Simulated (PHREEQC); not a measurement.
Dissolve 160 mmol/kgw H2SO4, 0.059 mmol/kgw CaCl2 and 0.13 mmol/kgw MgCl2 at 20 °C. Closed to the air; pH follows from the charge balance.

The numbers come from PHREEQC with the ion-association model, phreeqc.dat.

```
quantity                   before    after
------------------------  -------  -------
pH                           0.83     0.87
ionic strength (mol/kgw)    0.214    0.180
HSO4- (mol/kgw)             0.133    0.150
SO4-2 (mol/kgw)            0.0266  0.00990
Mg+2 (mol/kgw)            8.60e-5  8.46e-5
MgSO4 (mol/kgw)           4.40e-5  4.54e-5
```

Q: What was changed between the two runs?
A) H2SO4 replaced by Fe2(SO4)3 at the same molality
B) temperature from 20 to 70 °C
C) CaCl2 replaced by SrCl2 at the same molality
D) CaCl2 from 5.9e-05 to 0.000118 mol/kgw
E) diluted 2-fold with water

A: B, temperature from 20 to 70 °C

No solid was allowed to form. Constants without temperature data keep their 25 °C values here.
